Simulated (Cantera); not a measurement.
An isothermal, constant-pressure homogeneous reactor starts with 45.2 % H2, 30.1 % O2, 24.7 % N2, at 1275 K and 1.00 bar.

Model: the H2/O2 subset of GRI-Mech 3.0, which has no nitrogen chemistry, integrated in Cantera. The temperature is held fixed by assumption; the heat of reaction is taken as removed at once.

x: mole fraction; the columns are a selection and need not sum to one.

| t (s) | x H2 | x O2 | x H2O2 | x HO2 | x H | x OH |
|---|---|---|---|---|---|---|
| 0.000200 | 0.00117 | 0.0977 | 3.03e-6 | … | 1.74e-5 | 0.000354 |
| 0.000498 | 0.000331 | 0.0974 | 8.39e-7 | … | 2.27e-6 | 0.000165 |
| 0.00124 | 6.44e-5 | 0.0973 | 2.65e-7 | … | 2.65e-7 | 9.52e-5 |
| 0.00308 | 5.94e-6 | 0.0973 | 1.06e-7 | … | 1.99e-8 | 6.09e-5 |
| 0.00767 | 5.21e-7 | 0.0973 | 4.59e-8 | … | 2.33e-9 | 3.91e-5 |
| 0.0191 | 1.91e-7 | 0.0973 | 2.05e-8 | … | 6.75e-10 | 2.55e-5 |
| 0.0475 | 1.18e-7 | 0.0973 | 1.09e-8 | 4.12e-8 | 3.11e-10 | 1.82e-5 |
| 0.118 | 1.05e-7 | 0.0973 | 8.38e-9 | 3.99e-8 | 2.43e-10 | 1.58e-5 |
| 0.294 | 1.04e-7 | 0.0973 | 8.21e-9 | 3.99e-8 | 2.39e-10 | 1.56e-5 |
| 0.733 | 1.04e-7 | 0.0973 | 8.21e-9 | 3.99e-8 | 2.39e-10 | 1.56e-5 |
| 1.82 | 1.04e-7 | 0.0973 | 8.21e-9 | 3.99e-8 | 2.39e-10 | 1.56e-5 |
| 4.54 | 1.04e-7 | 0.0973 | 8.21e-9 | 3.99e-8 | 2.39e-10 | 1.56e-5 |
| 11.3 | 1.04e-7 | 0.0973 | 8.21e-9 | 3.99e-8 | 2.39e-10 | 1.56e-5 |
| 28.1 | 1.04e-7 | 0.0973 | 8.21e-9 | 3.99e-8 | 2.39e-10 | 1.56e-5 |
| 70.0 | 1.04e-7 | 0.0973 | 8.21e-9 | 3.99e-8 | 2.39e-10 | 1.56e-5 |

### Question
Fill in the missing entries.

### Answer

- 0.000200, x HO2: 4.73e-5
- 0.000498, x HO2: 1.55e-5
- 0.00124, x HO2: 3.35e-6
- 0.00308, x HO2: 4.33e-7
- 0.00767, x HO2: 9.85e-8
- 0.0191, x HO2: 5.21e-8
